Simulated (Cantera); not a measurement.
Input: 1 mol Si(CH₃)₄, 0.0082 mol C₂H₂, 1700 mol H₂, equilibrated at 2623 K and 0.00470 bar.

Equilibrium computed with Cantera from the NASA thermochemical tables; the gas is ideal and each condensed phase is pure. Candidate condensed phases: C, C₆H₆, C₇H₈, C₈H₁₈, Si, SiC; 87 gas species. Rates play no part.

Base state: H₂ 0.545, H 0.454, C₂H₂ (acetylene) 0.000780, Si 0.000435, C₂H 5.97e-5, C 5.04e-5, C₃ 1.50e-5, SiC₂ 1.28e-5 (mole fractions); condensed: gas only.

Task: What changes in the equilibrium state with this change: pressure from 0.00470 bar to 0.310 bar?

Result: 
| species | before | after |
|---|---|---|
| H₂ | 0.545 | 0.926 |
| H | 0.454 | 0.0728 |
| C₂H₂ (acetylene) | 0.000780 | 0.00110 |
| Si | 0.000435 | 0.000476 |
| SiH₂ | 1.52e-7 | 1.87e-5 |
| C₃ | 1.50e-5 | 1.72e-7 |
| C | 5.04e-5 | 6.96e-7 |
| CH₃ | 7.17e-7 | 1.17e-5 |
Gases not in the tables: Si₂H₆ and higher silanes.
